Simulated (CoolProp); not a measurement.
Vapour pressure (MPa) of R1336mzz(Z): the reference equation beside estimates from Tc = 444.5 K, pc = 2.904 MPa, ω = 0.386.

Values from CoolProp's reference Helmholtz-energy equation of state, McLinden 2020.

```
T (K)  reference  Lee-Kesler  Redlich-Kwong  Soave-Redlich-Kwong
-----  ---------  ----------  -------------  -------------------
211.6  0.0004143   0.0003991       0.003232            0.0004117
221.2  0.0009437   0.0009072       0.006139            0.0009324
230.9   0.001994    0.001918        0.01096             0.001964
240.6   0.003915    0.003779        0.01846             0.003852
250.2   0.007171    0.006953        0.02942             0.007058
259.9    0.01251     0.01219        0.04509              0.01233
269.5    0.02068     0.02027        0.06629              0.02042
279.2    0.03293     0.03246        0.09468              0.03260
288.8    0.05027     0.04981         0.1309              0.04991
298.5    0.07458     0.07424         0.1771              0.07426
308.1     0.1070      0.1069         0.2335               0.1069
317.8     0.1501      0.1505         0.3027               0.1504
327.5     0.2057      0.2067         0.3856               0.2066
```

Absolute difference from the reference over all 13 rows, mean and median: Lee-Kesler 2.0 and 2.0 %, Redlich-Kwong 279.7 and 220.6 %, Soave-Redlich-Kwong 0.9 and 1.0 %.
